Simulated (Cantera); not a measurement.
A closed system holds: 1 mol CCl4, 2.3 mol F2, equilibrated at 2.10 Pa.

Method: chemical equilibrium by Gibbs-energy minimisation in Cantera with the NASA 1993 tables (ideal gas, pure condensed phases). Candidate condensed phases: C; 27 gas species. Gases not in the tables: C2F6 and larger saturated fluorocarbons. Equilibrium is a limit: real reactors are often held back by kinetics, nucleation or transport. All values below are at 1723 K.

Base state: Cl 0.674, F 0.157, CF4 0.140, CF2 0.0276, CF3 0.000737, Cl2 0.000204, ClF 9.36e-5, CF 2.84e-5 (mole fractions); condensed: gas only.

Task: What changes in the equilibrium state with this change: CCl4 replaced by C2F6?

Result: 
```
species    before     after
-------  --------  --------
F           0.157     0.571
CF4         0.140     0.422
CF2        0.0276   0.00629
Cl          0.674         0
Cl2      0.000204         0
ClF       9.36e-5         0
CClF3     1.97e-5         0
CF        2.84e-5   1.78e-6
CF3      0.000737  0.000610
```
The feed counts by its element totals alone.

Task: What changes in the equilibrium state with this change: pressure from 2.10 Pa to 10.0 mbar?

Result: 
```csv
species,before,after
Cl,0.674,0.606
CF4,0.140,0.197
F,0.157,0.0941
Cl2,0.000204,0.0785
CF2,0.0276,4.76e-7
ClF,9.36e-5,0.0240
CF,2.84e-5,<1e-9
CF3,0.000737,3.62e-6
CClF3,1.97e-5,4.15e-5
```
